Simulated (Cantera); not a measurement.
Source: NASA polynomial tables (part measured, part estimated), evaluated in Cantera. Values are per mole of reaction as written; species without (g) are pure solids or liquids, kept so even where they would boil at 1 bar. TaC: taken at fixed stoichiometry.

Problem. Between 300 and 2998 K, where is each reaction favourable under standard conditions?
- Ta + CO2(g) ⇌ O2(g) + TaC
- Ta + CO(g) ⇌ TaC + O(g)

Solution. 
- Ta + CO2(g) ⇌ O2(g) + TaC: ΔG° is 252 kJ at 300 K and 254 kJ at 2998 K; it stays positive (K < 1). ΔH° is 262 kJ and ΔS° 3 J/K at 2998 K.
- Ta + CO(g) ⇌ TaC + O(g): ΔG° is 226 kJ at 300 K and 281 kJ at 2998 K; it stays positive (K < 1). ΔH° is 246 kJ and ΔS° -12 J/K at 2998 K.
